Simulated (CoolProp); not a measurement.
1,2-dichloroethane along the isotherm 226.85 °C: fugacity coefficient from the reference equation and from simpler models built on Tc = 288.4 °C, pc = 5.226 MPa, ω = 0.269; each cubic takes its own stable root.

Computed with CoolProp (reference Helmholtz-energy equation of state, Thol 2015).

```tsv
p (MPa)	phase	reference	van der Waals	Redlich-Kwong	Soave-Redlich-Kwong
1.45	gas	0.8607	0.8916	0.8704	0.8639
2.9	liquid	0.6123	0.7810	0.6999	0.6302
4.36	liquid	0.4237	0.5889	0.4894	0.4395
5.81	liquid	0.3305	0.4715	0.3854	0.3454
7.26	liquid	0.2749	0.4018	0.3232	0.2891
8.71	liquid	0.2380	0.3561	0.2821	0.2519
10.2	liquid	0.2112	0.3234	0.2523	0.2250
11.6	liquid	0.1925	0.3010	0.2315	0.2062
13.1	liquid	0.1772	0.2831	0.2145	0.1908
```

At some of these states van der Waals gives the other phase, because its saturation line lies elsewhere.
